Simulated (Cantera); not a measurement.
## Transport properties of process gases

Gas mixture: H2O = 0.58 (molar parts), at 1.28 Torr, frozen composition.

Cantera's kinetic-theory transport with the Lennard-Jones parameters of GRI-Mech 3.0, ideal gas; thermal conductivity in the multicomponent form. Polar gases are described roughly by these parameters.

```json
[
 {"T (K)": "400", "ρ (kg/m³)": "0.000921", "cp (J/kg/K)": "1902", "μ (µPa s)": "14.0", "λ (mW/m/K)": "36.8", "Pr": "0.722", "D (cm²/s) H": "1350", "D (cm²/s) H2O": "0.000", "D (cm²/s) OH": "380"},
 {"T (K)": "550", "ρ (kg/m³)": "0.000670", "cp (J/kg/K)": "1985", "μ (µPa s)": "19.6", "λ (mW/m/K)": "54.3", "Pr": "0.716", "D (cm²/s) H": "2470", "D (cm²/s) H2O": "0.000", "D (cm²/s) OH": "679"},
 {"T (K)": "700", "ρ (kg/m³)": "0.000526", "cp (J/kg/K)": "2082", "μ (µPa s)": "25.2", "λ (mW/m/K)": "73.7", "Pr": "0.714", "D (cm²/s) H": "3840", "D (cm²/s) H2O": "0.000", "D (cm²/s) OH": "1040"},
 {"T (K)": "850", "ρ (kg/m³)": "0.000433", "cp (J/kg/K)": "2185", "μ (µPa s)": "30.8", "λ (mW/m/K)": "94.4", "Pr": "0.713", "D (cm²/s) H": "5430", "D (cm²/s) H2O": "0.000", "D (cm²/s) OH": "1460"},
 {"T (K)": "1000", "ρ (kg/m³)": "0.000368", "cp (J/kg/K)": "2292", "μ (µPa s)": "36.2", "λ (mW/m/K)": "116", "Pr": "0.714", "D (cm²/s) H": "7230", "D (cm²/s) H2O": "0.000", "D (cm²/s) OH": "1930"},
 {"T (K)": "1150", "ρ (kg/m³)": "0.000320", "cp (J/kg/K)": "2401", "μ (µPa s)": "41.5", "λ (mW/m/K)": "140", "Pr": "0.715", "D (cm²/s) H": "9230", "D (cm²/s) H2O": "0.000", "D (cm²/s) OH": "2450"},
 {"T (K)": "1300", "ρ (kg/m³)": "0.000283", "cp (J/kg/K)": "2502", "μ (µPa s)": "46.7", "λ (mW/m/K)": "163", "Pr": "0.716", "D (cm²/s) H": "11400", "D (cm²/s) H2O": "0.000", "D (cm²/s) OH": "3020"},
 {"T (K)": "1450", "ρ (kg/m³)": "0.000254", "cp (J/kg/K)": "2596", "μ (µPa s)": "51.6", "λ (mW/m/K)": "187", "Pr": "0.717", "D (cm²/s) H": "13700", "D (cm²/s) H2O": "0.000", "D (cm²/s) OH": "3630"},
 {"T (K)": "1600", "ρ (kg/m³)": "0.000230", "cp (J/kg/K)": "2681", "μ (µPa s)": "56.4", "λ (mW/m/K)": "211", "Pr": "0.718", "D (cm²/s) H": "16200", "D (cm²/s) H2O": "0.000", "D (cm²/s) OH": "4290"}
]
```
D: mixture-averaged diffusion coefficient of that species in the mixture.
